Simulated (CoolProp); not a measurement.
n-perfluorohexane at several states: Z from the reference equation and from simpler models built on Tc = 448.0 K, pc = 17.42 bar, ω = 0.497; each cubic takes its own stable root.

Model: reference Helmholtz-energy equation of state, Gao 2022, in CoolProp.

| T (K) | p (bar) | phase | reference | van der Waals | Redlich-Kwong | Peng-Robinson |
|---|---|---|---|---|---|---|
| 194.4 | 13.6 | liquid | 0.1444 | 0.2630 | 0.1774 | 0.1530 |
| 352.7 | 9.49 | liquid | 0.07244 | 0.1303 | 0.09183 | 0.07457 |
| 440 | 38.9 | liquid | 0.3037 | 0.4664 | 0.3717 | 0.3286 |
